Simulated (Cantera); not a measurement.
# Thermodynamics of hydrogen reduction and annealing atmospheres, feed Fe2O3 + H2 + N2

Charge: 1 mol Fe2O3, 1.3 mol H2, 14 mol N2, equilibrated at 775 °C and 0.000240 bar.

These are equilibrium values from Cantera (NASA tables, ideal gas, pure condensed phases), not measurements of a reactor. Candidate condensed phases: Fe, FeO, Fe(OH)2, Fe(OH)3, Fe2O3, Fe3O4, H2O; 27 gas species. The tables' stoichiometric FeO is somewhat more stable than real wüstite, so its field is too wide. FeO: taken at fixed stoichiometry. Equilibrium is a limit: real reactors are often held back by kinetics, nucleation or transport.

The x(N2) is 0.915. The x(H2O) is 0.0654 and the x(H2) is 0.0196. The n(FeO(s)) comes out as 2.00 mol. The gas amount is 15.30 mol, the log10 activity of Fe(α) (absent) is -1.22 and the log10 activity of Fe(OH)2(s) (absent) is -9.75. The log10 activity of Fe(OH)3(s) (absent) is -16.64.
